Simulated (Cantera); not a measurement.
Feed: 1 mol SiF4, 15 mol N2, held at 42.0 mbar.

These are equilibrium values from Cantera (NASA tables, ideal gas, pure condensed phases), not measurements of a reactor. Candidate condensed phases: Si, Si3N4; 16 gas species. The numbers say what is thermodynamically allowed, not how fast it happens. All values below are at 1373 K.

Base state: N2 0.938, SiF4 0.0625 (mole fractions); condensed: gas only.

Task: What changes in the equilibrium state with this change: 0.25 mol H2O added?

Result: 
| species | before | after |
|---|---|---|
| N2 | 0.938 | 0.916 |
| SiF4 | 0.0625 | 0.0536 |
| HF | 0 | 0.0300 |
| H2O | 0 | 0.000288 |
| SiO2(β-quartz), mol | 0 | 0.123 |
The tables hold silica as quartz up to 1696 K and as liquid above; real silica turns to tridymite and cristobalite and melts near 1996 K. Further candidate phases: H2O, SiO2, Si2N2O.
